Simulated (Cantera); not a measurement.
An adiabatic, constant-pressure homogeneous reactor starts with CH4 : C2H6 : O2 : N2 = 1 : 0.078 : 3.73 : 14 (molar parts), at 1750 K and 1.28 atm. Integrator tolerance rtol = 1e-08.

Cantera simulation using GRI-Mech 3.0 (53 species, 325 reactions); the numbers are that mechanism's predictions, not measurements.

```tsv
quantity	before	after
time of steepest temperature rise	41.4 µs	14.0 ms
temperature at 0.200 s	2669 K	2306 K
equilibrium temperature	2669 K	2305 K
x(CH4) at 0.200 s	<1e-12 (gas-phase equilibrium <1e-12)	<1e-12 (gas-phase equilibrium <1e-12)
x(C2H6) at 0.200 s	<1e-12 (gas-phase equilibrium <1e-12)	<1e-12 (gas-phase equilibrium <1e-12)
x(O2) at 0.200 s	0.0692 (gas-phase equilibrium 0.0692)	0.0723 (gas-phase equilibrium 0.0721)
x(HO2) at 0.200 s	1.01e-5 (gas-phase equilibrium 1.01e-5)	4.24e-6 (gas-phase equilibrium 4.23e-6)
x(C2H2) at 0.200 s	<1e-12 (gas-phase equilibrium <1e-12)	<1e-12 (gas-phase equilibrium <1e-12)
x(NO) at 0.200 s	0.0167 (gas-phase equilibrium 0.0167)	0.00860 (gas-phase equilibrium 0.00901)
x(HCN) at 0.200 s	8.65e-11 (gas-phase equilibrium 8.65e-11)	1.07e-12 (gas-phase equilibrium 1.09e-12)
```

Problem. Name the change that produced these shifts.
A) constant volume in place of constant pressure
B) C2H6 0.078 to 0.028 parts
C) initial temperature 1750 to 1123 K
D) initial temperature 1750 to 1250 K

Solution. C, initial temperature 1750 to 1123 K
